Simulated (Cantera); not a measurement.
A freely propagating, adiabatic, planar premixed flame of CH4 : O2 : N2 = 1 : 1.54 : 5.78 (molar parts), equivalence ratio 1.3, unburnt at 525 K and 1.00 bar; mixture-averaged transport, grid criteria slope 0.08 and curve 0.16, no radiation.

Computed with Cantera and GRI-Mech 3.0 (53 species, 325 reactions). Burning velocities carry a grid error of a few per cent, more on coarse grids.

Question: Predict: laminar burning velocity; thermal thickness; peak x(H2); peak x(C2H6); peak x(O).

Answer: 
```
Item                          Value
------------------------  ---------
laminar burning velocity  74.9 cm/s
thermal thickness          0.419 mm
peak x(H2)                   0.0470
peak x(C2H6)                0.00167
peak x(O)                  0.000752
```
